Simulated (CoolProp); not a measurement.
Vapour-liquid equilibrium of R134a (1) + isobutane (2) at 9.7 bar; x and y are mole fractions of (1).

The numbers come from the multi-fluid Helmholtz-energy mixture model, Tillner-Roth 1994 and Bücker 2006; pair parameters Bell 2016 in CoolProp.

**Question.** Give the bubble temperature and the first vapour's composition at x = 0.25, 0.75, 0.85. Is there an azeotrope?

**Answer.** x = 0.25: 40.5 °C, y = 0.501; x = 0.75: 33.9 °C, y = 0.738; x = 0.85: 34.5 °C, y = 0.806. y crosses x between x = 0.65 and 0.75: the model has an azeotrope there.

The pair parameters rest on a limited set of measurements; away from them the model extrapolates. With so large a gap from Raoult's law the liquid may split in two, which this calculation doesn't test in full.
